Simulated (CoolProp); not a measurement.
Vapour-liquid equilibrium of acetone (1) + dimethyl carbonate (2) at 1.88 MPa; x and y are mole fractions of (1).

Computed with CoolProp (multi-fluid Helmholtz-energy mixture model, Lemmon 2006 and Zhou 2011; pair parameters Bell 2016).

Q: Give the bubble temperature and the first vapour's composition at x = 0.15, 0.25, 0.95. Is there an azeotrope?

A: x = 0.15: 484.5 K, y = 0.226; x = 0.25: 479.7 K, y = 0.352; x = 0.95: 451.9 K, y = 0.969. No azeotrope shows between x = 0.05 and 0.95.

Pair parameters are fitted to limited data, so mixtures are less certain than the pure fluids.
